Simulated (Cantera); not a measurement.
**Equilibrium for silicon oxide and oxynitride deposition: TEOS + CO₂ + H₂**

Feed: 1 mol TEOS, 0.44 mol CO₂, 0.11 mol H₂, equilibrated at 0.100 bar.

Equilibrium computed with Cantera from the NASA thermochemical tables; the gas is ideal and each condensed phase is pure. Candidate condensed phases: C, C₆H₆, C₇H₈, C₈H₁₈, H₂O, Si, SiC, SiO₂; 123 gas species. The feed counts by its element totals alone. Mutual solubility and eutectic melting of coexisting phases are not modelled. The tables hold silica as quartz up to 1696 K and as liquid above; real silica turns to tridymite and cristobalite and melts near 1996 K. The numbers say what is thermodynamically allowed, not how fast it happens.

```json
[
 {"T (°C)": "725", "x H₂": "0.772", "x CO": "0.213", "x H₂O": "0.00671", "x CH₄": "0.00581", "x H": "5.98e-9", "x SiO": "<1e-12", "x CO₂": "0.00268", "x C₂H₂ (acetylene)": "8.34e-10", "n C(graphite)": "5.61", "n SiO₂(β-quartz)": "1.00", "n SiC(s)": "0"},
 {"T (°C)": "800", "x H₂": "0.775", "x CO": "0.219", "x H₂O": "0.00221", "x CH₄": "0.00276", "x H": "3.90e-8", "x SiO": "<1e-12", "x CO₂": "0.000678", "x C₂H₂ (acetylene)": "5.56e-9", "n C(graphite)": "5.56", "n SiO₂(β-quartz)": "1.00", "n SiC(s)": "0"},
 {"T (°C)": "875", "x H₂": "0.777", "x CO": "0.221", "x H₂O": "0.000825", "x CH₄": "0.00143", "x H": "2.00e-7", "x SiO": "2.43e-11", "x CO₂": "0.000199", "x C₂H₂ (acetylene)": "2.88e-8", "n C(graphite)": "5.55", "n SiO₂(β-quartz)": "1.00", "n SiC(s)": "0"},
 {"T (°C)": "950", "x H₂": "0.777", "x CO": "0.221", "x H₂O": "0.000346", "x CH₄": "0.000805", "x H": "8.38e-7", "x SiO": "1.96e-9", "x CO₂": "6.75e-5", "x C₂H₂ (acetylene)": "1.22e-7", "n C(graphite)": "5.55", "n SiO₂(β-quartz)": "1.00", "n SiC(s)": "0"},
 {"T (°C)": "1025", "x H₂": "0.778", "x CO": "0.222", "x H₂O": "0.000160", "x CH₄": "0.000482", "x H": "2.99e-6", "x SiO": "9.45e-8", "x CO₂": "2.60e-5", "x C₂H₂ (acetylene)": "4.34e-7", "n C(graphite)": "5.56", "n SiO₂(β-quartz)": "1.000", "n SiC(s)": "0"},
 {"T (°C)": "1100", "x H₂": "0.778", "x CO": "0.222", "x H₂O": "8.07e-5", "x CH₄": "0.000305", "x H": "9.29e-6", "x SiO": "2.95e-6", "x CO₂": "1.12e-5", "x C₂H₂ (acetylene)": "1.34e-6", "n C(graphite)": "5.56", "n SiO₂(β-quartz)": "1.000", "n SiC(s)": "0"},
 {"T (°C)": "1175", "x H₂": "0.778", "x CO": "0.222", "x H₂O": "4.37e-5", "x CH₄": "0.000202", "x H": "2.57e-5", "x SiO": "6.41e-5", "x CO₂": "5.26e-6", "x C₂H₂ (acetylene)": "3.70e-6", "n C(graphite)": "5.56", "n SiO₂(β-quartz)": "0.999", "n SiC(s)": "0"},
 {"T (°C)": "1250", "x H₂": "0.675", "x CO": "0.324", "x H₂O": "3.19e-5", "x CH₄": "0.000105", "x H": "6.01e-5", "x SiO": "0.000698", "x CO₂": "5.70e-6", "x C₂H₂ (acetylene)": "7.98e-6", "n C(graphite)": "2.61", "n SiO₂(β-quartz)": "0.00944", "n SiC(s)": "0.980"},
 {"T (°C)": "1325", "x H₂": "0.674", "x CO": "0.325", "x H₂O": "1.94e-5", "x CH₄": "7.48e-5", "x H": "0.000138", "x SiO": "0.000935", "x CO₂": "3.11e-6", "x C₂H₂ (acetylene)": "1.82e-5", "n C(graphite)": "2.59", "n SiO₂(β-quartz)": "0", "n SiC(s)": "0.986"},
 {"T (°C)": "1400", "x H₂": "0.674", "x CO": "0.324", "x H₂O": "1.23e-5", "x CH₄": "5.52e-5", "x H": "0.000296", "x SiO": "0.00121", "x CO₂": "1.79e-6", "x C₂H₂ (acetylene)": "3.84e-5", "n C(graphite)": "2.59", "n SiO₂(β-quartz)": "0", "n SiC(s)": "0.982"},
 {"T (°C)": "1475", "x H₂": "0.674", "x CO": "0.324", "x H₂O": "8.12e-6", "x CH₄": "4.18e-5", "x H": "0.000593", "x SiO": "0.00154", "x CO₂": "1.08e-6", "x C₂H₂ (acetylene)": "7.61e-5", "n C(graphite)": "2.60", "n SiO₂(β-quartz)": "0", "n SiC(s)": "0.977"},
 {"T (°C)": "1550", "x H₂": "0.673", "x CO": "0.323", "x H₂O": "5.55e-6", "x CH₄": "3.23e-5", "x H": "0.00112", "x SiO": "0.00192", "x CO₂": "6.82e-7", "x C₂H₂ (acetylene)": "0.000142", "n C(graphite)": "2.61", "n SiO₂(β-quartz)": "0", "n SiC(s)": "0.971"},
 {"T (°C)": "1625", "x H₂": "0.672", "x CO": "0.323", "x H₂O": "3.91e-6", "x CH₄": "2.56e-5", "x H": "0.00203", "x SiO": "0.00234", "x CO₂": "4.47e-7", "x C₂H₂ (acetylene)": "0.000253", "n C(graphite)": "2.62", "n SiO₂(β-quartz)": "0", "n SiC(s)": "0.965"},
 {"T (°C)": "1700", "x H₂": "0.671", "x CO": "0.322", "x H₂O": "2.83e-6", "x CH₄": "2.06e-5", "x H": "0.00350", "x SiO": "0.00282", "x CO₂": "3.03e-7", "x C₂H₂ (acetylene)": "0.000430", "n C(graphite)": "2.63", "n SiO₂(β-quartz)": "0", "n SiC(s)": "0.957"}
]
```
x: gas mole fraction; n: condensed amount in mol.

From 725 °C to 1175 °C the condensed part is C(graphite) + SiO₂(β-quartz). At 1250 °C the condensed part is C(graphite) + SiC(s) + SiO₂(β-quartz). From 1325 °C to 1700 °C the condensed part is C(graphite) + SiC(s).
